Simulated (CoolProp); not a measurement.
Vapour-liquid equilibrium of p-xylene (1) + n-decane (2) at 1.15 MPa; x and y are mole fractions of (1).

Model: multi-fluid Helmholtz-energy mixture model, Zhou 2012 and Lemmon 2006; pair parameters Bell 2016, in CoolProp.

Q: Give the bubble temperature and the first vapour's composition at x = 0.05, 0.8, 0.95. Is there an azeotrope?

A: x = 0.05: 572.1 K, y = 0.070; x = 0.8: 539.8 K, y = 0.860; x = 0.95: 534.6 K, y = 0.967. No azeotrope shows between x = 0.05 and 0.95.

Pair parameters are fitted to limited data, so mixtures are less certain than the pure fluids.
